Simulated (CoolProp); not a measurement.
Vapour-liquid equilibrium of CH2F2 (R32) (1) + R152A (2) at 2.07 MPa; x and y are mole fractions of (1).

Values from CoolProp's multi-fluid Helmholtz-energy mixture model, Tillner-Roth 1997 and Outcalt 1996; pair parameters Bell 2016.

```csv
x,bubble temperature (K),y at the bubble point,dew temperature at overall composition x (K),liquid density (mol/L)
0.05,344.5,0.086,345.7,11.61
0.2,336.5,0.315,340.6,12.46
0.35,329.3,0.503,335.2,13.34
0.5,322.9,0.656,329.4,14.26
0.65,317.2,0.782,323.2,15.24
0.8,312.1,0.886,316.3,16.28
0.95,307.4,0.974,308.7,17.42
```

No azeotrope shows between x = 0.05 and 0.95.

The pair parameters rest on a limited set of measurements; away from them the model extrapolates.
